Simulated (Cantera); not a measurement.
What does this Cantera script print?

```python
import numpy as np
import cantera as ct

gas = ct.Solution("gri30.yaml")
gas.TPX = 773, 101325, {'C3H8': 1, 'O2': 9.09, 'N2': 34.2}
inlet = ct.Reservoir(gas, clone=True)
gas.equilibrate("HP")  # start burning
reactor = ct.IdealGasConstPressureReactor(gas, energy="on", clone=False)
exhaust = ct.Reservoir(gas, clone=True)
tau = [0.11, 0.043, 0.016, 0.0062, 0.0024, 0.00091, 0.00035, 0.00013, 5.1e-05, 2e-05, 7.5e-06][0]
for a, b in ((inlet, reactor), (reactor, exhaust)):
    ct.MassFlowController(a, b, mdot=lambda t: reactor.mass / tau)
net = ct.ReactorNet([reactor])
show = ['C3H8', 'O2', 'OH', 'NO2', 'CH3', 'H2O', 'H2']

rows = []
print(f"{'tau/s':>10s}{'T/K':>9s}" + "".join(f"{s:>11s}" for s in show))
for tau in [0.11, 0.043, 0.016, 0.0062, 0.0024, 0.00091, 0.00035, 0.00013, 5.1e-05, 2e-05, 7.5e-06]:
    net.initial_time = 0.0
    net.advance(30 * tau)
    before = gas.X
    net.advance(40 * tau)
    drift = np.max(np.abs(gas.X - before) / (gas.X + 1e-9))
    rows.append([gas.T, *gas[show].X, drift])
    print(f"{tau:10.3e}{gas.T:9.1f}" + "".join(f"{x:11.3e}" for x in gas[show].X))
```

Result:

```
     tau/s      T/K       C3H8         O2         OH        NO2        CH3        H2O         H2
 1.100e-01   1979.1  3.144e-07  8.983e-02  1.973e-03  2.376e-07  5.544e-07  8.707e-02  1.482e-04
 4.300e-02   1972.5  6.751e-07  8.986e-02  2.442e-03  1.442e-07  1.050e-06  8.668e-02  2.329e-04
 1.600e-02   1959.9  1.416e-06  8.992e-02  3.134e-03  8.416e-08  1.921e-06  8.604e-02  3.987e-04
 6.200e-03   1940.1  2.768e-06  9.011e-02  3.940e-03  4.658e-08  3.355e-06  8.512e-02  6.674e-04
 2.400e-03   1909.7  5.371e-06  9.057e-02  4.786e-03  2.440e-08  5.976e-06  8.387e-02  1.077e-03
 9.100e-04   1865.0  1.095e-05  9.158e-02  5.512e-03  1.281e-08  1.141e-05  8.224e-02  1.647e-03
 3.500e-04   1804.2  2.437e-05  9.378e-02  5.832e-03  7.097e-09  2.382e-05  8.040e-02  2.323e-03
 1.300e-04   1715.4  7.150e-05  9.937e-02  5.327e-03  3.644e-09  6.308e-05  7.836e-02  3.167e-03
 5.100e-05    773.0  2.258e-02  2.052e-01  3.170e-18 -4.136e-21  2.270e-13 -1.870e-15 -2.961e-16
 2.000e-05    773.0  2.258e-02  2.052e-01  7.221e-19  3.715e-27  5.315e-14  1.398e-17  4.360e-19
 7.500e-06    773.0  2.258e-02  2.052e-01  1.346e-19 -1.022e-32  1.062e-14  9.770e-19  1.056e-19
```

Cantera simulation using GRI-Mech 3.0 (53 species, 325 reactions); the numbers are that mechanism's predictions, not measurements. GRI-Mech 3.0 was tuned for natural gas; its chemistry of propane as a main component is partial and can be far from experiment.
